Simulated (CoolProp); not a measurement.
Vapour-liquid equilibrium of ethanol (1) + hexamethyldisiloxane (MM) (2) at 0.643 MPa; x and y are mole fractions of (1).

The numbers come from the multi-fluid Helmholtz-energy mixture model, Schroeder 2014 and Thol 2016; pair parameters Bell 2016 in CoolProp.

```csv
x,"bubble temperature, mixture model (°C)","bubble temperature, Raoult's law (°C)","y, mixture model","y, Raoult's law"
0.05,168.8,175.0,0.192,0.138
0.15,154.8,166.7,0.419,0.344
0.25,147.2,160.3,0.536,0.492
0.35,142.8,155.0,0.609,0.606
0.45,139.9,150.5,0.662,0.697
0.55,137.9,146.7,0.708,0.772
0.65,136.4,143.3,0.754,0.835
0.75,135.2,140.3,0.806,0.890
0.85,134.5,137.6,0.870,0.938
0.95,134.1,135.2,0.952,0.980
```

The largest gap from Raoult's law is -13.1 K in bubble temperature, at x = 0.25. No azeotrope shows between x = 0.05 and 0.95.

The pair parameters rest on a limited set of measurements; away from them the model extrapolates.
